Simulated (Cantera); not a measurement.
# Adiabatic ignition

An adiabatic, constant-volume homogeneous reactor starts with C2H4 : O2 : N2 : CO2 = 1 : 3.61 : 13.6 : 0.17 (molar parts), equivalence ratio 0.83, at 1773 K and 11.8 atm.

Cantera simulation using GRI-Mech 3.0 (53 species, 325 reactions); the numbers are that mechanism's predictions, not measurements. GRI-Mech 3.0 was tuned for natural gas; its chemistry of ethylene as a main component is partial and can be far from experiment. The pressure lies above the range GRI-Mech 3.0 was tuned for (to about 10 atm). Above 3000 K some thermodynamic fits are extrapolated.

```
t (s)     T (K)  P (bar)  x C2H4    x O2     x NO    x C2H    x N2O
--------  -----  -------  ------  ------  -------  -------  -------
1.00e-6    1793     12.2  0.0488   0.190  2.08e-9  2.85e-7  1.52e-8
5.41e-6    3236     22.9  <1e-12  0.0467  0.00463   <1e-12  5.65e-6
2.93e-5    3214     22.7  <1e-12  0.0402   0.0200   <1e-12  6.04e-6
0.000159   3207     22.6  <1e-12  0.0384   0.0244   <1e-12  6.25e-6
0.000860   3207     22.6  <1e-12  0.0384   0.0244   <1e-12  6.25e-6
0.00465    3207     22.6  <1e-12  0.0384   0.0244   <1e-12  6.25e-6
0.0252     3207     22.6  <1e-12  0.0384   0.0244   <1e-12  6.25e-6
0.136      3207     22.6  <1e-12  0.0384   0.0244   <1e-12  6.25e-6
0.739      3207     22.6  <1e-12  0.0384   0.0244   <1e-12  6.25e-6
4.00       3207     22.6  <1e-12  0.0384   0.0244   <1e-12  6.25e-6
```
x: mole fraction; the columns are a selection and need not sum to one.

```json
{
 "time_of_steepest_temperature_rise": "1.43 µs",
 "temperature at 4.00 s": "3207 K",
 "equilibrium_temperature": "3207 K",
 "x(C2H4) at 4.00 s": "<1e-12 (gas-phase equilibrium <1e-12)",
 "x(O2) at 4.00 s": "0.0384 (gas-phase equilibrium 0.0384)",
 "x(NO) at 4.00 s": "0.0244 (gas-phase equilibrium 0.0244)"
}
```
